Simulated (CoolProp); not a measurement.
The fluid at 298.15 K and 1.54 MPa is throttled through a valve to 0.944 MPa with no heat exchange. The same conditions are run with several fluids, on thermodynamics alone (safety and materials aside).

The numbers come from the reference Helmholtz-energy equation of state of each fluid (ammonia: Gao 2020; ethanol: Schroeder 2014; n-hexane: Thol 2019; dimethyl ether: Wu 2011; hexamethyldisiloxane (MM): Thol 2016) in CoolProp.

```json
[
 {"fluid": "ammonia", "temperature change (K)": "-1.9", "final phase": "two-phase, vapour fraction 0.008", "final density (kg/m³)": "365"},
 {"fluid": "ethanol", "temperature change (K)": "+0.2", "final phase": "liquid", "final density (kg/m³)": "786"},
 {"fluid": "n-hexane", "temperature change (K)": "+0.2", "final phase": "liquid", "final density (kg/m³)": "656"},
 {"fluid": "dimethyl ether", "temperature change (K)": "+0.1", "final phase": "liquid", "final density (kg/m³)": "662"},
 {"fluid": "hexamethyldisiloxane (MM)", "temperature change (K)": "+0.2", "final phase": "liquid", "final density (kg/m³)": "761"}
]
```
